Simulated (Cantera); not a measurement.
A Cantera script and its output.

```python
import numpy as np
import cantera as ct

gas = ct.Solution("gri30.yaml")
gas.TPX = 400, 1100000, {'CO': 1, 'H2': 0.35, 'O2': 0.993, 'N2': 3.73}
inlet = ct.Reservoir(gas, clone=True)
gas.equilibrate("HP")  # start burning
reactor = ct.IdealGasConstPressureReactor(gas, energy="on", clone=False)
exhaust = ct.Reservoir(gas, clone=True)
tau = [0.089, 0.049, 0.027, 0.015, 0.0081, 0.0044, 0.0024, 0.0013, 0.00074, 0.0004, 0.00022, 0.00012, 6.7e-05][0]
for a, b in ((inlet, reactor), (reactor, exhaust)):
    ct.MassFlowController(a, b, mdot=lambda t: reactor.mass / tau)
net = ct.ReactorNet([reactor])
show = ['CO', 'H2', 'O2', 'H2O', 'O', 'H2O2', 'H']

rows = []
print(f"{'tau/s':>10s}{'T/K':>9s}" + "".join(f"{s:>11s}" for s in show))
for tau in [0.089, 0.049, 0.027, 0.015, 0.0081, 0.0044, 0.0024, 0.0013, 0.00074, 0.0004, 0.00022, 0.00012, 6.7e-05]:
    net.initial_time = 0.0
    net.advance(30 * tau)
    before = gas.X
    net.advance(40 * tau)
    drift = np.max(np.abs(gas.X - before) / (gas.X + 1e-9))
    rows.append([gas.T, *gas[show].X, drift])
    print(f"{tau:10.3e}{gas.T:9.1f}" + "".join(f"{x:11.3e}" for x in gas[show].X))
```

It prints:

```
     tau/s      T/K         CO         H2         O2        H2O          O       H2O2          H
 8.900e-02   2159.6  1.164e-03  7.675e-05  5.781e-02  6.400e-02  1.596e-04  1.578e-07  1.250e-05
 4.900e-02   2160.4  1.255e-03  8.128e-05  5.823e-02  6.397e-02  1.676e-04  1.611e-07  1.346e-05
 2.700e-02   2160.4  1.407e-03  8.879e-05  5.858e-02  6.393e-02  1.797e-04  1.658e-07  1.507e-05
 1.500e-02   2159.1  1.656e-03  1.012e-04  5.887e-02  6.387e-02  1.992e-04  1.729e-07  1.782e-05
 8.100e-03   2155.9  2.089e-03  1.228e-04  5.916e-02  6.377e-02  2.333e-04  1.853e-07  2.304e-05
 4.400e-03   2150.4  2.780e-03  1.579e-04  5.950e-02  6.362e-02  2.898e-04  2.056e-07  3.250e-05
 2.400e-03   2141.6  3.842e-03  2.121e-04  5.996e-02  6.340e-02  3.801e-04  2.375e-07  4.948e-05
 1.300e-03   2128.2  5.443e-03  2.943e-04  6.063e-02  6.308e-02  5.213e-04  2.858e-07  7.998e-05
 7.400e-04   2110.8  7.540e-03  4.018e-04  6.151e-02  6.270e-02  7.113e-04  3.484e-07  1.275e-04
 4.000e-04   2084.3  1.073e-02  5.638e-04  6.286e-02  6.217e-02  1.004e-03  4.421e-07  2.134e-04
 2.200e-04   2049.0  1.502e-02  7.764e-04  6.471e-02  6.153e-02  1.395e-03  5.672e-07  3.476e-04
 1.200e-04   2000.3  2.098e-02  1.058e-03  6.734e-02  6.076e-02  1.906e-03  7.450e-07  5.544e-04
 6.700e-05   1936.0  2.899e-02  1.407e-03  7.099e-02  5.989e-02  2.482e-03  9.998e-07  8.289e-04
```

Computed with Cantera and GRI-Mech 3.0 (53 species, 325 reactions). The hydrogen kinetics of GRI-Mech 3.0 are dated; newer H2 mechanisms differ, most at raised pressure.
